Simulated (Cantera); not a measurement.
Input (Python, Cantera) and output of one run.

```python
import numpy as np
import cantera as ct

gas_names = [...]  # 143 gases of nasa_gas.yaml made of C, Cl, F, H, Si
cond_names = """
    C(gr) C6H6(L) C7H8(L) C8H18(L),n-octa Si(cr) Si(L) SiC(b)
""".split()


# ... load() reads the species with a 1 bar reference pressure and builds the phases ...
atoms = {
    'CH2F2': {'C': 1, 'H': 2, 'F': 2},
    'Si': {'Si': 1},
    'HCl': {'H': 1, 'CL': 1},
}
top_T = {'C(gr)': 4500, 'SiC(b)': 3050}  # K; cautious upper limits of use, not melting points


# ... equilibrate(T, P, feed) seeds the gas with the atoms and calls Mixture.equilibrate('TP', solver="vcs", rtol=1e-11, max_steps=5000) ...
results = []
feed = {'CH2F2': 1, 'Si': 0.026, 'HCl': 0.064}  # mol
T = 2998.15  # K
P = 4.6  # Pa
mix = equilibrate(T, P, feed)
results.append((T, P, feed, dict(zip(mix.species_names, mix.species_moles))))
print(gas.report(threshold=1e-06))
for i in range(1, mix.n_phases):
    print(f"{mix.phase(i).name:16s} {mix.phase_moles(i):12.5e} mol")
```

Result:

```
       temperature   2998.2 K
          pressure   4.6 Pa
           density   2.1524e-06 kg/m^3
  mean mol. weight   11.664 kg/kmol
   phase of matter   gas

                          1 kg             1 kmol
                     ---------------   ---------------
          enthalpy        2.4883e+07        2.9024e+08  J
   internal energy        2.2746e+07        2.6531e+08  J
           entropy             24867        2.9005e+05  J/K
    Gibbs function       -4.9671e+07       -5.7937e+08  J
 heat capacity c_p            1930.4             22516  J/K
 heat capacity c_v            1217.6             14202  J/K

                      mass frac. Y      mole frac. X     chem. pot. / RT
                     ---------------   ---------------   ---------------
                 C           0.14421           0.14005           -5.7431
                CF           0.01478         0.0055595           -36.305
               CF2        2.1648e-05        5.0491e-06           -66.866
                CH        8.0898e-06        7.2479e-06           -25.237
                C2          0.023274          0.011301           -11.486
               C2H        0.00014936          6.96e-05           -30.981
                C3          0.044475          0.014397           -17.229
                C4        2.5787e-05        6.2605e-06           -22.973
                C5        2.2577e-05         4.385e-06           -28.716
                CL          0.041141          0.013536           -33.059
                 F           0.60738            0.3729           -30.562
                 H          0.033887           0.39213           -19.494
               HCL        4.5454e-05        1.4542e-05           -52.553
                HF          0.075867          0.044232           -50.056
                H2        4.9594e-05        0.00028694           -38.989
                Si          0.011595         0.0048155           -21.095
               SiC        7.9624e-06        2.3163e-06           -26.838
              SiC2        0.00030257        6.7729e-05           -32.581
               SiF         0.0018964        0.00046981           -51.656
              SiF2        0.00083174        0.00014681           -82.218
              SiF3        2.1027e-05        2.8827e-06           -112.78
     [ +122 minor]        1.7608e-06        5.7875e-07

C(gr)             0.00000e+00 mol
Si(L)             0.00000e+00 mol
SiC(b)            0.00000e+00 mol
```

Method: chemical equilibrium by Gibbs-energy minimisation in Cantera with the NASA 1993 tables (ideal gas, pure condensed phases). The tables' values for SiF, SiF2 are old estimates; treat these amounts as uncertain.
